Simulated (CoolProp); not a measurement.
Properties of ethane along the isotherm 158.8 K (Tc = 305.3 K, pc = 4872 kPa, ω = 0.099).

The numbers come from the reference Helmholtz-energy equation of state, Bücker 2006 in CoolProp.

```json
[
 {"p (kPa)": "152", "phase": "liquid", "density (kg/m³)": "575.1", "cv (kJ/(kg K))": "1.437", "isothermal compressibility (1/MPa)": "0.001248", "viscosity (µPa s)": "235", "Prandtl number": "2.88"},
 {"p (kPa)": "305", "phase": "liquid", "density (kg/m³)": "575.2", "cv (kJ/(kg K))": "1.437", "isothermal compressibility (1/MPa)": "0.001245", "viscosity (µPa s)": "236", "Prandtl number": "2.89"},
 {"p (kPa)": "457", "phase": "liquid", "density (kg/m³)": "575.3", "cv (kJ/(kg K))": "1.437", "isothermal compressibility (1/MPa)": "0.001243", "viscosity (µPa s)": "236", "Prandtl number": "2.89"},
 {"p (kPa)": "609", "phase": "liquid", "density (kg/m³)": "575.4", "cv (kJ/(kg K))": "1.437", "isothermal compressibility (1/MPa)": "0.001241", "viscosity (µPa s)": "236", "Prandtl number": "2.89"},
 {"p (kPa)": "761", "phase": "liquid", "density (kg/m³)": "575.5", "cv (kJ/(kg K))": "1.438", "isothermal compressibility (1/MPa)": "0.001238", "viscosity (µPa s)": "236", "Prandtl number": "2.89"},
 {"p (kPa)": "914", "phase": "liquid", "density (kg/m³)": "575.6", "cv (kJ/(kg K))": "1.438", "isothermal compressibility (1/MPa)": "0.001236", "viscosity (µPa s)": "237", "Prandtl number": "2.89"},
 {"p (kPa)": "1070", "phase": "liquid", "density (kg/m³)": "575.7", "cv (kJ/(kg K))": "1.438", "isothermal compressibility (1/MPa)": "0.001234", "viscosity (µPa s)": "237", "Prandtl number": "2.89"},
 {"p (kPa)": "1220", "phase": "liquid", "density (kg/m³)": "575.8", "cv (kJ/(kg K))": "1.438", "isothermal compressibility (1/MPa)": "0.001231", "viscosity (µPa s)": "237", "Prandtl number": "2.89"},
 {"p (kPa)": "1370", "phase": "liquid", "density (kg/m³)": "575.9", "cv (kJ/(kg K))": "1.438", "isothermal compressibility (1/MPa)": "0.001229", "viscosity (µPa s)": "237", "Prandtl number": "2.89"},
 {"p (kPa)": "1520", "phase": "liquid", "density (kg/m³)": "576.0", "cv (kJ/(kg K))": "1.439", "isothermal compressibility (1/MPa)": "0.001227", "viscosity (µPa s)": "238", "Prandtl number": "2.89"},
 {"p (kPa)": "1670", "phase": "liquid", "density (kg/m³)": "576.1", "cv (kJ/(kg K))": "1.439", "isothermal compressibility (1/MPa)": "0.001225", "viscosity (µPa s)": "238", "Prandtl number": "2.89"},
 {"p (kPa)": "1830", "phase": "liquid", "density (kg/m³)": "576.2", "cv (kJ/(kg K))": "1.439", "isothermal compressibility (1/MPa)": "0.001222", "viscosity (µPa s)": "238", "Prandtl number": "2.89"},
 {"p (kPa)": "1980", "phase": "liquid", "density (kg/m³)": "576.4", "cv (kJ/(kg K))": "1.439", "isothermal compressibility (1/MPa)": "0.001220", "viscosity (µPa s)": "239", "Prandtl number": "2.89"},
 {"p (kPa)": "2130", "phase": "liquid", "density (kg/m³)": "576.5", "cv (kJ/(kg K))": "1.440", "isothermal compressibility (1/MPa)": "0.001218", "viscosity (µPa s)": "239", "Prandtl number": "2.90"},
 {"p (kPa)": "2280", "phase": "liquid", "density (kg/m³)": "576.6", "cv (kJ/(kg K))": "1.440", "isothermal compressibility (1/MPa)": "0.001216", "viscosity (µPa s)": "239", "Prandtl number": "2.90"},
 {"p (kPa)": "2440", "phase": "liquid", "density (kg/m³)": "576.7", "cv (kJ/(kg K))": "1.440", "isothermal compressibility (1/MPa)": "0.001214", "viscosity (µPa s)": "239", "Prandtl number": "2.90"}
]
```

Viscosity comes from a separate model (Friend 1991). Thermal conductivity comes from a separate model (Friend 1991).
